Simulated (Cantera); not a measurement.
Charge: 1 mol FeS2, 9.5 mol O2, 0.25 mol H2O, held at 673.15 K and 5330 Torr.

These are equilibrium values from Cantera (NASA tables, ideal gas, pure condensed phases), not measurements of a reactor. Candidate condensed phases: Fe, FeO, Fe(OH)2, Fe(OH)3, FeS, FeSO4, FeS2, Fe2O3, Fe2(SO4)3, Fe3O4, H2O, H2SO4, S; 22 gas species. The numbers say what is thermodynamically allowed, not how fast it happens.

Base state: O2 0.895, SO3 0.0659, H2O 0.0270, H2SO4 0.0119, SO2 4.64e-5 (mole fractions); condensed: Fe2(SO4)3(s).

Question: What changes in the equilibrium state with this change: H2O from 0.25 to 2.1 mol?

Answer: 
| species | before | after |
|---|---|---|
| O2 | 0.895 | 0.714 |
| H2O | 0.0270 | 0.224 |
| H2SO4 | 0.0119 | 0.0373 |
| SO3 | 0.0659 | 0.0248 |
| SO2 | 4.64e-5 | 1.96e-5 |
| Fe2(SO4)3(s), mol | 0.500 | 0.500 |

Question: What changes in the equilibrium state with this change: pressure from 5330 Torr to 2030 Torr?

Answer: 
```tsv
species	before	after
O2	0.895	0.890
SO3	0.0659	0.0713
H2O	0.0270	0.0327
H2SO4	0.0119	0.00597
SO2	4.64e-5	8.17e-5
Fe2(SO4)3(s), mol	0.500	0.500
```
